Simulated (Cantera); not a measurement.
# Adiabatic ignition

An adiabatic, constant-pressure homogeneous reactor starts with 12.3 % H₂, 10.2 % O₂, 77.5 % N₂, equivalence ratio 0.60, at 1473 K and 16500 Torr.

Model: the H2/O2 subset of GRI-Mech 3.0, which has no nitrogen chemistry, integrated in Cantera. The hydrogen kinetics of GRI-Mech 3.0 are dated; newer H2 mechanisms differ, most at raised pressure. The pressure lies above the range GRI-Mech 3.0 was tuned for (to about 10 atm).

```json
[
 {"t (s)": "1.00e-6", "T (K)": "1474", "x H₂": "0.122", "x O₂": "0.102", "x H₂O": "0.000243", "x H₂O₂": "2.89e-6", "x OH": "1.89e-5", "x O": "2.04e-5"},
 {"t (s)": "3.63e-6", "T (K)": "2290", "x H₂": "0.00161", "x O₂": "0.0422", "x H₂O": "0.125", "x H₂O₂": "1.04e-6", "x OH": "0.00573", "x O": "0.00116"},
 {"t (s)": "1.32e-5", "T (K)": "2321", "x H₂": "0.000321", "x O₂": "0.0427", "x H₂O": "0.129", "x H₂O₂": "5.85e-7", "x OH": "0.00282", "x O": "0.000255"},
 {"t (s)": "4.79e-5", "T (K)": "2321", "x H₂": "0.000312", "x O₂": "0.0428", "x H₂O": "0.129", "x H₂O₂": "5.82e-7", "x OH": "0.00279", "x O": "0.000248"},
 {"t (s)": "0.000174", "T (K)": "2321", "x H₂": "0.000312", "x O₂": "0.0428", "x H₂O": "0.129", "x H₂O₂": "5.82e-7", "x OH": "0.00279", "x O": "0.000248"},
 {"t (s)": "0.000632", "T (K)": "2321", "x H₂": "0.000312", "x O₂": "0.0428", "x H₂O": "0.129", "x H₂O₂": "5.82e-7", "x OH": "0.00279", "x O": "0.000248"},
 {"t (s)": "0.00230", "T (K)": "2321", "x H₂": "0.000312", "x O₂": "0.0428", "x H₂O": "0.129", "x H₂O₂": "5.82e-7", "x OH": "0.00279", "x O": "0.000248"},
 {"t (s)": "0.00835", "T (K)": "2321", "x H₂": "0.000312", "x O₂": "0.0428", "x H₂O": "0.129", "x H₂O₂": "5.82e-7", "x OH": "0.00279", "x O": "0.000248"},
 {"t (s)": "0.0303", "T (K)": "2321", "x H₂": "0.000312", "x O₂": "0.0428", "x H₂O": "0.129", "x H₂O₂": "5.82e-7", "x OH": "0.00279", "x O": "0.000248"},
 {"t (s)": "0.110", "T (K)": "2321", "x H₂": "0.000312", "x O₂": "0.0428", "x H₂O": "0.129", "x H₂O₂": "5.82e-7", "x OH": "0.00279", "x O": "0.000248"},
 {"t (s)": "0.400", "T (K)": "2321", "x H₂": "0.000312", "x O₂": "0.0428", "x H₂O": "0.129", "x H₂O₂": "5.82e-7", "x OH": "0.00279", "x O": "0.000248"}
]
```
x: mole fraction; the columns are a selection and need not sum to one.

The time of steepest temperature rise comes out as 1.77 µs. The temperature at 0.400 s is 2321 K and the equilibrium temperature is 2321 K. The x(H₂) at 0.400 s comes out as 0.000312 (gas-phase equilibrium 0.000312). The x(O₂) at 0.400 s comes out as 0.0428 (gas-phase equilibrium 0.0428) and the x(H₂O) at 0.400 s comes out as 0.129 (gas-phase equilibrium 0.129).
